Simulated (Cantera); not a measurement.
Input: 1 mol CCl₄, 0.032 mol Si, 2.1 mol H₂, 0.026 mol F₂, held at 1098 K and 1330 Pa.

Cantera equilibrium calculation (NASA polynomials, part measured and part estimated; ideal gas, pure solids and liquids). Candidate condensed phases: C, C₆H₆, C₇H₈, C₈H₁₈, Si, SiC; 143 gas species. Equilibrium is a limit: real reactors are often held back by kinetics, nucleation or transport.

Base state: HCl 0.957, H₂ 0.0337, SiCl₄ 0.00502, SiF₄ 0.00279, HF 0.00154 (mole fractions); condensed: C(graphite).

**Question.** What changes in the equilibrium state with this change: temperature from 1098 K to 3298 K?

**Answer.** 
```csv
species,before,after
Cl,1.00e-6,0.453
H,3.93e-8,0.432
HCl,0.957,0.0295
C₃,<1e-9,0.0261
C,<1e-9,0.0199
H₂,0.0337,0.0188
Si,<1e-9,0.00307
C₂,<1e-9,0.00708
SiCl₄,0.00502,<1e-9
"C(graphite), mol",1.000,0
```
The tables' values for SiCl, CCl, SiF are old estimates; treat these amounts as uncertain.

**Question.** What changes in the equilibrium state with this change: Si from 0.032 to 0.18 mol?

**Answer.** 
```csv
species,before,after
HCl,0.957,0.844
H₂,0.0337,0.110
SiCl₄,0.00502,0.0423
SiHCl₃,2.57e-6,8.02e-5
SiCl₃,6.64e-6,0.000115
"C(graphite), mol",1.000,1.000
```
The tables' values for SiCl₃ are old estimates; treat these amounts as uncertain.
